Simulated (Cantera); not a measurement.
What does this Cantera script print?

```python
import numpy as np
import cantera as ct

gas = ct.Solution("gri30.yaml", transport_model="multicomponent")
show = ['O', 'CH4', 'H2O']

rows = []
print(f"{'T/K':>7s}{'rho':>11s}{'cp':>10s}{'mu':>11s}{'lambda':>11s}{'Pr':>7s}" + "".join(f"{'D_' + s:>11s}" for s in show))
for T in [400, 600, 800, 1000, 1200, 1400, 1600, 1800]:
    gas.TPX = T, 70, {'NH3': 0.9, 'CO2': 0.8, 'CH3OH': 0.92, 'H2': 0.64}
    Pr = gas.cp_mass * gas.viscosity / gas.thermal_conductivity
    D = [gas.mix_diff_coeffs_mole[gas.species_index(s)] for s in show]
    rows.append([gas.density, gas.cp_mass, gas.viscosity, gas.thermal_conductivity, Pr, *D])
    print(f"{T:7g}{gas.density:11.4e}{gas.cp_mass:10.1f}{gas.viscosity:11.4e}"
          f"{gas.thermal_conductivity:11.4e}{Pr:7.3f}" + "".join(f"{d:11.4e}" for d in D))
print("SI units: kg/m3, J/kg/K, Pa s, W/m/K, m2/s")
```

Output:

```
    T/K        rho        cp         mu     lambda     Pr        D_O      D_CH4      D_H2O
    400 5.2493e-04    1646.1 1.5894e-05 5.0730e-02  0.516 7.9582e-02 5.3334e-02 5.1422e-02
    600 3.4995e-04    1960.0 2.3199e-05 8.1380e-02  0.559 1.6346e-01 1.1199e-01 1.1517e-01
    800 2.6246e-04    2209.6 2.9782e-05 1.1310e-01  0.582 2.6873e-01 1.8629e-01 2.0027e-01
   1000 2.0997e-04    2412.2 3.5747e-05 1.4497e-01  0.595 3.9298e-01 2.7433e-01 3.0398e-01
   1200 1.7498e-04    2571.9 4.1211e-05 1.7633e-01  0.601 5.3461e-01 3.7484e-01 4.2436e-01
   1400 1.4998e-04    2701.6 4.6272e-05 2.0685e-01  0.604 6.9248e-01 4.8693e-01 5.5996e-01
   1600 1.3123e-04    2806.4 5.1008e-05 2.3634e-01  0.606 8.6571e-01 6.0993e-01 7.0970e-01
   1800 1.1665e-04    2890.9 5.5477e-05 2.6468e-01  0.606 1.0536e+00 7.4333e-01 8.7273e-01
SI units: kg/m3, J/kg/K, Pa s, W/m/K, m2/s
```

Cantera simulation using GRI-Mech 3.0 (53 species, 325 reactions); the numbers are that mechanism's predictions, not measurements. Polar gases are described roughly by these parameters. The composition is frozen, though it would react at the higher temperatures.
